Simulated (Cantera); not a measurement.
Input: 1 mol BN, 2.6 mol F₂, 5.7 mol HF, equilibrated at 1850 °C and 0.100 bar.

These are equilibrium values from Cantera (NASA tables, ideal gas, pure condensed phases), not measurements of a reactor. Candidate condensed phases: B, BN; 31 gas species. Equilibrium is a limit: real reactors are often held back by kinetics, nucleation or transport.

Task: What is the equilibrium state?

Result: 
| Item | Result |
|---|---|
| x(HF) | 0.606 |
| x(F) | 0.234 |
| x(BF₃) | 0.106 |
| x(N₂) | 0.0532 |
| x(F₂) | 1.42e-5 |
| gas amount | 9.400 mol |
| log10 activity of B(s) (absent) | -17.86 |
